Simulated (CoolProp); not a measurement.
The numbers come from the reference Helmholtz-energy equation of state, Gedanitz 2015 in CoolProp.

Q: Give the vapour pressure (MPa), liquid density (kg/m³), enthalpy of vaporisation (kJ/kg), vapour Z of saturated cyclopentane at 295.6, 312.7, 355.4 K.

A: 
| T (K) | p (MPa) | liquid density (kg/m³) | enthalpy of vaporisation (kJ/kg) | vapour Z |
|---|---|---|---|---|
| 295.6 | 0.0383 | 743 | 408 | 0.983 |
| 312.7 | 0.0728 | 726 | 396 | 0.972 |
| 355.4 | 0.268 | 680 | 363 | 0.930 |
